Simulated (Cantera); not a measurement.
Mixture: 17.4 % CH₄, 17.4 % O₂, 65.3 % N₂, equivalence ratio 2.0, at 0.320 bar, adiabatic and at constant pressure. Ignition delay is the time to a rise of 400 K.

Detailed kinetics in Cantera: GRI-Mech 3.0 (53 species, 325 reactions).

Question: Predict: delay at 1025 K; delay at 1100 K; delay at 1175 K; delay at 1250 K; delay at 1325 K; delay at 1400 K; apparent activation energy between 1250 and 1400 K.

Answer: 
- delay at 1025 K: 3.10 s
- delay at 1100 K: 0.829 s
- delay at 1175 K: 0.248 s
- delay at 1250 K: 81.3 ms
- delay at 1325 K: 29.0 ms
- delay at 1400 K: 11.2 ms
- apparent activation energy between 1250 and 1400 K: 190 kJ/mol
